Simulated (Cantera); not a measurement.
A perfectly stirred reactor is fed with 8.33 % NO, 91.7 % N2, at 20.0 Torr; it is held at 2200 K, and followed from long to short residence time.

Detailed kinetics in Cantera: GRI-Mech 3.0 (53 species, 325 reactions). Radical loss at walls, strong at low pressure, is not modelled.

Problem. Predict: x(NO) at τ = 1.70 s; x(O) at τ = 1.70 s; x(NO2) at τ = 1.70 s; x(N2O) at τ = 1.70 s; x(N2) at τ = 1.70 s; x(NO) at τ = 0.100 s; x(O) at τ = 0.100 s; x(NO2) at τ = 0.100 s; x(N2O) at τ = 0.100 s; x(N2) at τ = 0.100 s.

Solution. 
- x(NO) at τ = 1.70 s = 0.0521
- x(O) at τ = 1.70 s = 0.00186
- x(NO2) at τ = 1.70 s = 2.82e-6
- x(N2O) at τ = 1.70 s = 1.11e-6
- x(N2) at τ = 1.70 s = 0.931
- x(NO) at τ = 0.100 s = 0.0829
- x(O) at τ = 0.100 s = 0.000154
- x(NO2) at τ = 0.100 s = 3.54e-7
- x(N2O) at τ = 0.100 s = 3.39e-6
- x(N2) at τ = 0.100 s = 0.917
